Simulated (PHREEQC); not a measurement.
Synthetic water in mg/kgw, 25 °C, pH 8.4, pe 8.1:

| constituent | mg/kgw |
|---|---|
| Na | 10300 |
| K | 1230 |
| Ca | 12.9 |
| Mg | 562 |
| Cl | 14400 |
| S(6) as SO4 | 5740 |
| Alkalinity as HCO3 | 147 |
| Cu(2) | 5.79 |
| O(0) (dissolved oxygen) | 8.32 |

Valence states are taken as typed.

Computed with PHREEQC (ion-association model, wateq4f.dat).

| Item | Value |
|---|---|
| ionic strength | 0.548 mol/kgw |
| activity of water | 0.984 |
| charge-balance error | -0.2 % |

```csv
species,molality,activity,log γ
Na+,0.432,0.306,-0.150
Cl-,0.406,0.259,-0.196
SO4-2,0.0357,0.00707,-0.703
K+,0.0301,0.0192,-0.196
Mg+2,0.0161,0.00469,-0.536
NaSO4-,0.0158,0.0108,-0.163
MgSO4,0.00685,0.00777,0.055
HCO3-,0.00154,0.00106,-0.163
KSO4-,0.00138,0.000951,-0.163
O2,0.000260,0.000295,0.055
Ca+2,0.000242,6.21e-5,-0.591
NaHCO3,0.000161,0.000182,0.055
NaCO3-,0.000104,7.11e-5,-0.163
```

This is a speciation only: nothing precipitates in the calculation. Examples of supersaturated solids here: Atacamite, Malachite. Others may be too. Species that the database lacks are ignored. The database's constant for dissolved Cu(OH)2 is higher than later reviews accept.
